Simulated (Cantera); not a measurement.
Hydrocarbon pyrolysis for carbon deposition

An isothermal, constant-pressure homogeneous reactor starts with C₂H₆ : N₂ = 1 : 33 (molar parts), at 1400 K and 0.132 atm.

Detailed kinetics in Cantera: GRI-Mech 3.0 (53 species, 325 reactions). GRI-Mech 3.0 stops at C3 and has no aromatics, soot or wall deposition, so with more carbon than oxygen in the feed, carbon stays in small species such as C2H2 where larger ones or solid carbon would form.

```json
[
 {"t (s)": "1.00e-6", "x C₂H₆": "0.0294", "x C₂H": "<1e-12", "x H₂": "1.65e-10", "x CH₄": "1.66e-9", "x H": "1.32e-9", "x HCN": "<1e-12", "x CH₂": "<1e-12"},
 {"t (s)": "2.68e-6", "x C₂H₆": "0.0294", "x C₂H": "<1e-12", "x H₂": "1.17e-9", "x CH₄": "1.19e-8", "x H": "3.64e-9", "x HCN": "<1e-12", "x CH₂": "<1e-12"},
 {"t (s)": "7.20e-6", "x C₂H₆": "0.0294", "x C₂H": "<1e-12", "x H₂": "1.06e-8", "x CH₄": "8.55e-8", "x H": "1.51e-8", "x HCN": "<1e-12", "x CH₂": "1.48e-11"},
 {"t (s)": "1.93e-5", "x C₂H₆": "0.0294", "x C₂H": "<1e-12", "x H₂": "1.72e-7", "x CH₄": "6.11e-7", "x H": "1.10e-7", "x HCN": "<1e-12", "x CH₂": "2.74e-10"},
 {"t (s)": "5.18e-5", "x C₂H₆": "0.0293", "x C₂H": "<1e-12", "x H₂": "3.61e-6", "x CH₄": "4.32e-6", "x H": "8.75e-7", "x HCN": "<1e-12", "x CH₂": "4.69e-9"},
 {"t (s)": "0.000139", "x C₂H₆": "0.0292", "x C₂H": "<1e-12", "x H₂": "7.06e-5", "x CH₄": "2.94e-5", "x H": "6.04e-6", "x HCN": "6.61e-11", "x CH₂": "6.15e-8"},
 {"t (s)": "0.000373", "x C₂H₆": "0.0280", "x C₂H": "4.81e-11", "x H₂": "0.000871", "x CH₄": "0.000184", "x H": "2.08e-5", "x HCN": "7.80e-9", "x CH₂": "3.50e-7"},
 {"t (s)": "0.00100", "x C₂H₆": "0.0234", "x C₂H": "7.02e-10", "x H₂": "0.00453", "x CH₄": "0.000920", "x H": "3.10e-5", "x HCN": "4.13e-8", "x CH₂": "5.96e-7"},
 {"t (s)": "0.00268", "x C₂H₆": "0.0133", "x C₂H": "3.18e-9", "x H₂": "0.0133", "x CH₄": "0.00305", "x H": "3.82e-5", "x HCN": "8.14e-8", "x CH₂": "5.22e-7"},
 {"t (s)": "0.00720", "x C₂H₆": "0.00246", "x C₂H": "9.38e-9", "x H₂": "0.0260", "x CH₄": "0.00610", "x H": "4.11e-5", "x HCN": "1.17e-7", "x CH₂": "2.17e-7"},
 {"t (s)": "0.0193", "x C₂H₆": "0.000148", "x C₂H": "6.06e-9", "x H₂": "0.0344", "x CH₄": "0.00679", "x H": "1.65e-5", "x HCN": "1.26e-7", "x CH₂": "2.03e-8"},
 {"t (s)": "0.0518", "x C₂H₆": "1.18e-5", "x C₂H": "2.40e-9", "x H₂": "0.0385", "x CH₄": "0.00681", "x H": "5.57e-6", "x HCN": "1.26e-7", "x CH₂": "1.96e-9"},
 {"t (s)": "0.139", "x C₂H₆": "1.79e-6", "x C₂H": "1.17e-9", "x H₂": "0.0412", "x CH₄": "0.00679", "x H": "2.50e-6", "x HCN": "1.26e-7", "x CH₂": "3.50e-10"},
 {"t (s)": "0.373", "x C₂H₆": "9.33e-7", "x C₂H": "1.02e-9", "x H₂": "0.0437", "x CH₄": "0.00677", "x H": "2.05e-6", "x HCN": "1.25e-7", "x CH₂": "2.11e-10"},
 {"t (s)": "1.00", "x C₂H₆": "8.69e-7", "x C₂H": "1.11e-9", "x H₂": "0.0455", "x CH₄": "0.00672", "x H": "2.15e-6", "x HCN": "1.25e-7", "x CH₂": "2.15e-10"}
]
```
x: mole fraction; the columns are a selection and need not sum to one.

Equilibrium at this temperature and pressure: C₂H₆ 7.08e-9, C₂H 4.55e-10, H₂ 0.0549, CH₄ 0.000418, H 3.14e-6, HCN 0.0386, CH₂ 1.98e-11 (gas phase only).
